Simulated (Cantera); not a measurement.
Input: 1 mol CH3SiH3, 0.85 mol C2H4, 8.4 mol H2, 0.047 mol C3H8, equilibrated at 13.3 mbar.

Method: chemical equilibrium by Gibbs-energy minimisation in Cantera with the NASA 1993 tables (ideal gas, pure condensed phases). Candidate condensed phases: C, C6H6, C7H8, C8H18, Si, SiC; 87 gas species. The feed counts by its element totals alone. The numbers say what is thermodynamically allowed, not how fast it happens. All values below are at 1800 K.

Base state: H2 0.997, H 0.00310, C2H2 (acetylene) 0.000175, CH4 1.02e-5 (mole fractions); condensed: C(graphite) + SiC(s).

Q: What changes in the equilibrium state with this change: CH3SiH3 replaced by SiCl4?

A: 
```csv
species,before,after
H2,0.997,0.683
HCl,0,0.303
SiCl2,0,0.0100
Cl,0,0.000871
SiCl3,0,0.000215
SiCl,0,2.11e-5
CH4,1.02e-5,4.78e-6
"C(graphite), mol",1.84,0.965
"SiC(s), mol",1.000,0.873
```
The tables' values for SiCl3, SiCl are old estimates; treat these amounts as uncertain.
